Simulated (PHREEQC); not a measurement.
A column of 1 m (30 cells, dispersivity 0.08 m, 720 s a shift, diffusion coefficient 3e-10 m²/s) holds 0.0014 eq of the database's cation exchanger X per kg of pore water, first in equilibrium with 80 mmol/kgw SrCl2 and 0.01 mmol/kgw HCl. It is flushed with 0.00073 mol/kgw ZnCl2 and 1e-05 mol/kgw HCl, at 25 °C. Values are for the last cell. No CO2 enters from the air. No solid was allowed to form.

The series has 31 steps of pore volumes, from 0 to 4.017.

The numbers come from PHREEQC with the ion-association model, phreeqc.dat.

After how many pore volumes does Zn at the outlet first reach half of its feed value?

By 1.1 pore volumes.
